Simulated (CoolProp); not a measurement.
Sulfur hexafluoride along the isobar 0.838 MPa: density (kg/m³) from the reference equation and from simpler models built on Tc = 45.6 °C, pc = 3.755 MPa, ω = 0.210; each cubic takes its own stable root.

Values from CoolProp's reference Helmholtz-energy equation of state, Guder 2009.

| T (°C) | phase | reference | van der Waals | Soave-Redlich-Kwong | Peng-Robinson |
|---|---|---|---|---|---|
| 10.65 | gas | 59.03 | 57.34 | 58.98 | … |
| 18.85 | gas | 56.58 | 55.31 | 56.59 | 57.17 |
| 26.95 | gas | 54.41 | … | 54.45 | … |
| 35.15 | gas | 52.42 | 51.72 | 52.48 | 52.98 |
| 43.25 | gas | 50.64 | 50.12 | 50.69 | 51.16 |
| 51.45 | gas | 48.97 | 48.61 | … | 49.47 |
| 59.55 | gas | 47.46 | 47.21 | 47.51 | 47.92 |
| 67.75 | gas | 46.04 | 45.89 | 46.08 | 46.47 |
| 75.85 | gas | … | 44.65 | 44.76 | 45.13 |
| 84.05 | gas | 43.49 | 43.48 | 43.52 | 43.86 |
| 92.15 | gas | 42.34 | 42.38 | 42.36 | 42.68 |
| 100.25 | gas | 41.26 | 41.34 | 41.27 | 41.58 |
| 108.45 | gas | 40.23 | 40.34 | 40.23 | 40.52 |
| 116.55 | gas | 39.26 | 39.40 | 39.26 | 39.54 |

### Question
What belongs in the gaps?

### Answer

- 10.65, Peng-Robinson: 59.61
- 26.95, van der Waals: 53.46
- 26.95, Peng-Robinson: 54.99
- 51.45, Soave-Redlich-Kwong: 49.03
- 75.85, reference: 44.73
